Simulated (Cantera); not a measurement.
A Cantera script and what it prints.

```python
import numpy as np
import cantera as ct

gas_names = """
    H HO2 H2 H2O H2O2 Hg O OH O2 O3
""".split()
cond_names = """
    H2O(s) H2O(L) Hg(cr) Hg(L) HgO(s)
""".split()


def load(file, names, dense=False):
    # The tables refer to 1 bar. Condensed volumes are neglected.
    table = {s.name: s for s in ct.Species.list_from_file(file)}
    out = []
    for n in names:
        d = dict(table[n].input_data)
        d["thermo"] = dict(d["thermo"], **{"reference-pressure": 1e5})
        if dense:
            d["equation-of-state"] = {"model": "constant-volume", "density": "1e6 g/cm^3"}
        out.append(ct.Species.from_dict(d))
    return out


gas = ct.Solution(thermo="ideal-gas", species=load("nasa_gas.yaml", gas_names))
cond = {s.name: ct.Solution(thermo="fixed-stoichiometry", species=[s], name=s.name)
        for s in load("nasa_condensed.yaml", cond_names, dense=True)}
atoms = {
    'HgO': {'Hg': 1, 'O': 1},
    'H2': {'H': 2},
}
top_T = {}  # K; cautious upper limits of use, not melting points


def equilibrate(T, P, feed):
    n = {}
    for name, mol in feed.items():
        for a, k in atoms[name].items():
            n[a] = n.get(a, 0.0) + k * mol
    gas.TPX = T, P, n
    mass = sum(n.values()) * gas.mean_molecular_weight
    gas.equilibrate("TP")
    valid = [c for c in cond.values() if c.min_temp <= T <= top_T.get(c.name, c.max_temp)]
    mix = ct.Mixture([(gas, mass / gas.mean_molecular_weight)] + [(c, 0.0) for c in valid])
    mix.T, mix.P = T, P
    mix.equilibrate("TP", solver="vcs", rtol=1e-11, max_steps=5000)
    return mix


results = []
feed = {'HgO': 1, 'H2': 0.069}  # mol
P = 101325  # Pa
for T in [600, 625, 650, 675, 700, 725, 750, 775, 800, 825, 850]:
    mix = equilibrate(T, P, feed)
    results.append((T, P, feed, dict(zip(mix.species_names, mix.species_moles))))
    x = sorted(zip(gas.X, gas.species_names), reverse=True)
    print(f"T = {T:g} K  P = {P:g} Pa  gas = {mix.phase_moles(0):.4g} mol")
    print("   x: " + "  ".join(f"{s} {v:.3e}" for v, s in x if v > 1e-05))
    print("   condensed (mol): " + ("  ".join(f"{mix.phase(i).name} {mix.phase_moles(i):.4g}"
          for i in range(1, mix.n_phases) if mix.phase_moles(i) > 1e-12) or "none"))
```

It prints:

```
T = 600 K  P = 101325 Pa  gas = 0.138 mol
   x: Hg 5.000e-01  H2O 5.000e-01  O2 3.175e-05
   condensed (mol): HgO(s) 0.931
T = 625 K  P = 101325 Pa  gas = 0.1381 mol
   x: Hg 5.002e-01  H2O 4.995e-01  O2 3.397e-04
   condensed (mol): HgO(s) 0.9309
T = 650 K  P = 101325 Pa  gas = 0.1393 mol
   x: Hg 5.015e-01  H2O 4.955e-01  O2 2.995e-03
   condensed (mol): HgO(s) 0.9302
T = 675 K  P = 101325 Pa  gas = 0.1476 mol
   x: Hg 5.108e-01  H2O 4.676e-01  O2 2.163e-02
   condensed (mol): HgO(s) 0.9246
T = 700 K  P = 101325 Pa  gas = 0.2124 mol
   x: Hg 5.584e-01  H2O 3.248e-01  O2 1.168e-01
   condensed (mol): HgO(s) 0.8814
T = 725 K  P = 101325 Pa  gas = 1.535 mol
   x: Hg 6.517e-01  O2 3.034e-01  H2O 4.497e-02
   condensed (mol): none
T = 750 K  P = 101325 Pa  gas = 1.535 mol
   x: Hg 6.517e-01  O2 3.034e-01  H2O 4.497e-02
   condensed (mol): none
T = 775 K  P = 101325 Pa  gas = 1.535 mol
   x: Hg 6.517e-01  O2 3.034e-01  H2O 4.497e-02
   condensed (mol): none
T = 800 K  P = 101325 Pa  gas = 1.535 mol
   x: Hg 6.517e-01  O2 3.034e-01  H2O 4.497e-02
   condensed (mol): none
T = 825 K  P = 101325 Pa  gas = 1.535 mol
   x: Hg 6.517e-01  O2 3.034e-01  H2O 4.497e-02
   condensed (mol): none
T = 850 K  P = 101325 Pa  gas = 1.535 mol
   x: Hg 6.517e-01  O2 3.034e-01  H2O 4.497e-02
   condensed (mol): none
```

These are equilibrium values from Cantera (NASA tables, ideal gas, pure condensed phases), not measurements of a reactor.
